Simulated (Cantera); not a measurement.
## Silicon carbide growth: (CH3)2SiCl2 + C2H4 + H2

A closed system holds: 1 mol (CH3)2SiCl2, 0.76 mol C2H4, 5.3 mol H2, at 20.0 mbar.

Cantera equilibrium calculation (NASA polynomials, part measured and part estimated; ideal gas, pure solids and liquids). Candidate condensed phases: C, C6H6, C7H8, C8H18, Si, SiC; 109 gas species. The feed counts by its element totals alone. The tables' values for SiCl3, SiCl are old estimates; treat these amounts as uncertain. Kinetics and transport are ignored.

From 875 °C to 1700 °C the condensed part is C(graphite) + SiC(s). The main Si-bearing gas is SiCl4 at 875 °C and SiCl2 at 1700 °C.

| T (°C) | x H2 | x HCl | x H | x SiCl2 | x SiCl4 | n C(graphite) | n SiC(s) |
|---|---|---|---|---|---|---|---|
| 875 | 0.821 | 0.176 | 4.59e-7 | 0.000100 | 0.00205 | 2.54 | 0.973 |
| 950 | 0.817 | 0.182 | 1.92e-6 | 0.000190 | 0.000622 | 2.53 | 0.989 |
| 1025 | 0.816 | 0.183 | 6.85e-6 | 0.000320 | 0.000200 | 2.53 | 0.993 |
| 1100 | 0.816 | 0.183 | 2.13e-5 | 0.000502 | 7.12e-5 | 2.53 | 0.993 |
| 1175 | 0.816 | 0.183 | 5.89e-5 | 0.000746 | 2.79e-5 | 2.53 | 0.991 |
| 1250 | 0.816 | 0.182 | 0.000148 | 0.00106 | 1.20e-5 | 2.53 | 0.988 |
| 1325 | 0.816 | 0.182 | 0.000340 | 0.00145 | 5.54e-6 | 2.54 | 0.984 |
| 1400 | 0.816 | 0.181 | 0.000728 | 0.00192 | 2.73e-6 | 2.54 | 0.979 |
| 1475 | 0.816 | 0.179 | 0.00146 | 0.00247 | 1.42e-6 | 2.55 | 0.973 |
| 1550 | 0.816 | 0.178 | 0.00277 | 0.00310 | 7.75e-7 | 2.55 | 0.966 |
| 1625 | 0.814 | 0.176 | 0.00499 | 0.00379 | 4.40e-7 | 2.56 | 0.958 |
| 1700 | 0.811 | 0.173 | 0.00859 | 0.00453 | 2.58e-7 | 2.56 | 0.949 |
x: gas mole fraction; n: condensed amount in mol.
